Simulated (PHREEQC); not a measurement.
1 kg of water holding 0.13 mol/kgw K2SO4, 0.019 mol/kgw KCl and 0.018 mol/kgw K2CO3 is evaporated at 15 °C; the solids stay in contact with the brine. No CO2 enters from the air. Only these solids could form: Arcanite, Kalicinite, Misenite, Sylvite.

Computed with PHREEQC (Pitzer model, pitzer.dat).

| water left (kg) | ionic strength | water activity | Arcanite (mol) | Sylvite (mol) | C in solution (mol/kgw) |
|---|---|---|---|---|---|
| 1 | 0.462 | 0.993 | 0 | 0 | 0.0180 |
| 0.5552 | 0.833 | 0.989 | 0 | 0 | 0.0324 |
| 0.3082 | 1.50 | 0.980 | 0 | 0 | 0.0584 |
| 0.1711 | 1.75 | 0.976 | 0.0546 | 0 | 0.105 |
| 0.09503 | 1.89 | 0.973 | 0.0944 | 0 | 0.189 |
| 0.05277 | 2.23 | 0.965 | 0.115 | 0 | 0.341 |
| 0.02931 | 3.04 | 0.948 | 0.125 | 0 | 0.614 |
| 0.01629 | 4.78 | 0.911 | 0.128 | 0 | 1.10 |
| 0.009047 | 8.18 | 0.831 | 0.130 | 0 | 1.99 |
| 0.00503 | 12.5 | 0.741 | 0.130 | 0.0105 | 3.58 |

Arcanite from water left = 0.2534 kg (pH 11.44); Sylvite from water left = 0.007444 kg (pH 12.69).
